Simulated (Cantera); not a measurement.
A Cantera script and its output.

```python
import numpy as np
import cantera as ct

gas = ct.Solution("gri30.yaml")
gas.TPX = 1650, 100000, {'C2H6': 1, 'N2': 1.4}
inlet = ct.Reservoir(gas, clone=True)

reactor = ct.IdealGasConstPressureReactor(gas, energy="off", clone=False)
exhaust = ct.Reservoir(gas, clone=True)
tau = [1.8, 0.87, 0.41, 0.19, 0.092, 0.043, 0.021, 0.0097, 0.0046, 0.0022, 0.001][0]
for a, b in ((inlet, reactor), (reactor, exhaust)):
    ct.MassFlowController(a, b, mdot=lambda t: reactor.mass / tau)
net = ct.ReactorNet([reactor])
show = ['C2H6', 'H', 'CH2', 'HCN', 'CH3', 'C2H2', 'C2H']

rows = []
print(f"{'tau/s':>10s}{'T/K':>9s}" + "".join(f"{s:>11s}" for s in show))
for tau in [1.8, 0.87, 0.41, 0.19, 0.092, 0.043, 0.021, 0.0097, 0.0046, 0.0022, 0.001]:
    net.initial_time = 0.0
    net.advance(30 * tau)
    before = gas.X
    net.advance(40 * tau)
    drift = np.max(np.abs(gas.X - before) / (gas.X + 1e-9))
    rows.append([gas.T, *gas[show].X, drift])
    print(f"{tau:10.3e}{gas.T:9.1f}" + "".join(f"{x:11.3e}" for x in gas[show].X))
```

It prints:

```
     tau/s      T/K       C2H6          H        CH2        HCN        CH3       C2H2        C2H
 1.800e+00   1650.0  2.584e-05  6.188e-05  1.622e-08  2.333e-07  1.120e-04  2.122e-01  1.389e-07
 8.700e-01   1650.0  4.335e-05  6.377e-05  2.121e-08  1.552e-07  1.408e-04  2.102e-01  1.445e-07
 4.100e-01   1650.0  7.902e-05  6.717e-05  2.974e-08  1.119e-07  1.851e-04  2.076e-01  1.541e-07
 1.900e-01   1650.0  1.497e-04  7.308e-05  4.411e-08  8.770e-08  2.487e-04  2.044e-01  1.700e-07
 9.200e-02   1650.0  2.727e-04  8.197e-05  6.616e-08  7.509e-08  3.293e-04  2.013e-01  1.930e-07
 4.300e-02   1650.0  5.041e-04  9.570e-05  1.038e-07  6.786e-08  4.407e-04  1.979e-01  2.275e-07
 2.100e-02   1650.0  8.893e-04  1.131e-04  1.610e-07  6.397e-08  5.793e-04  1.941e-01  2.704e-07
 9.700e-03   1650.0  1.634e-03  1.365e-04  2.600e-07  6.092e-08  7.810e-04  1.888e-01  3.266e-07
 4.600e-03   1650.0  2.955e-03  1.624e-04  4.134e-07  5.792e-08  1.050e-03  1.812e-01  3.871e-07
 2.200e-03   1650.0  5.372e-03  1.897e-04  6.516e-07  5.441e-08  1.419e-03  1.699e-01  4.461e-07
 1.000e-03   1650.0  1.035e-02  2.183e-04  1.055e-06  5.009e-08  1.979e-03  1.520e-01  4.955e-07
```

Detailed kinetics in Cantera: GRI-Mech 3.0 (53 species, 325 reactions). GRI-Mech 3.0 stops at C3 and has no aromatics, soot or wall deposition, so with more carbon than oxygen in the feed, carbon stays in small species such as C2H2 where larger ones or solid carbon would form.
